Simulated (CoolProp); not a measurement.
Properties of 1-butene at several states.

Model: reference Helmholtz-energy equation of state, Lemmon 2005, in CoolProp. It is a short technical equation, of lower accuracy than the large ones.

```csv
T (°C),p (MPa),phase,density (kg/m³),cp (kJ/(kg K)),cv (kJ/(kg K)),speed of sound (m/s),expansivity (1/kK)
53.15,0.0207,gas,0.4298,1.632,1.481,229.9,3.107
194.25,0.015,gas,0.2168,2.181,2.032,272.4,2.146
136.45,0.334,gas,5.684,1.993,1.822,249.4,2.711
-151.45,0.0915,liquid,780.9,1.895,1.301,1923,1.386
```
